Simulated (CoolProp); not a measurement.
Vapour pressure (MPa) of cis-2-butene: the reference equation beside estimates from Tc = 162.6 °C, pc = 4.236 MPa, ω = 0.202.

Computed with CoolProp (reference Helmholtz-energy equation of state, Lemmon 2005). It is a short technical equation, of lower accuracy than the large ones.

| T (°C) | reference | Redlich-Kwong | Soave-Redlich-Kwong |
|---|---|---|---|
| -32.75 | 0.01963 | 0.03391 | 0.01947 |
| -14.45 | 0.04784 | 0.07755 | 0.04751 |
| 3.95 | 0.1022 | 0.1557 | 0.1018 |
| 22.35 | 0.1960 | 0.2817 | 0.1960 |
| 40.75 | 0.3450 | 0.4697 | 0.3464 |
| 59.15 | 0.5667 | 0.7336 | 0.5716 |
| 77.55 | 0.8804 | 1.087 | 0.8916 |
| 95.95 | 1.307 | 1.543 | 1.328 |

Absolute difference from the reference over all 8 rows, mean and median: Redlich-Kwong 42.3 and 39.9 %, Soave-Redlich-Kwong 0.8 and 0.8 %.
